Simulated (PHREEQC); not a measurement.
Consider water at 25 °C with 0.03 mol/kgw NaBF4, 0.00022 mol/kgw NH3 and 0.0045 mol/kgw NaHF2. Closed to the air; pH follows from the charge balance.

All values are PHREEQC results (ion-association model, wateq4f.dat), not measurements.

No solid was allowed to form.

### Question
What pH, ionic strength does the model give?

### Answer
pH 3.06; ionic strength 0.0356 mol/kgw.

### Question
In which forms is B present?

### Answer
BF4- 92 %, BF3OH- 5.4 %, BF2(OH)2- 1.2 %, H3BO3 1.1 % of the B.

Real BF4- forms and hydrolyses slowly; the run takes it at equilibrium.
